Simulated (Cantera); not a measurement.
A closed system holds: 1 mol Pb, a varied amount of CO, 0.15 mol H2, held at 143 Torr.

Cantera equilibrium calculation (NASA polynomials, part measured and part estimated; ideal gas, pure solids and liquids). Candidate condensed phases: C, C6H6, C7H8, C8H18, H2O, Pb, PbO, PbO2, Pb3O4; 113 gas species. Rates play no part.

Stable condensed phases, one row left out:

```
T in °C \ n(CO) in mol
         0.27 0.38 0.52 0.71 0.97  1.3  1.8  2.5  3.4  4.7  6.5  8.9
   1327     A    A    A    A    A    A    A    B    B    B    B    B
   1227     A    C    C    C    C    C    C    C    C    C    C    D
   1027     C    C    C    C    C    C    C    C    C    C    C    C
    927     C    C    C    C    C    C    C    C    C    C    C    C
    827     C    C    C    C    C    C    C    C    C    C    C    C
    727     C    C    C    C    C    C    C    C    C    C    C    C
    627     C    C    C    C    C    C    C    C    C    C    C    C
    527     C    C    C    C    C    C    C    C    C    C    C    C
```

A: Pb; B: gas only; C: C + Pb; D: C.

Task: Give the row for 1127 °C.

Result: 0.27: C + Pb; 0.38: C + Pb; 0.52: C + Pb; 0.71: C + Pb; 0.97: C + Pb; 1.3: C + Pb; 1.8: C + Pb; 2.5: C + Pb; 3.4: C + Pb; 4.7: C + Pb; 6.5: C + Pb; 8.9: C + Pb.
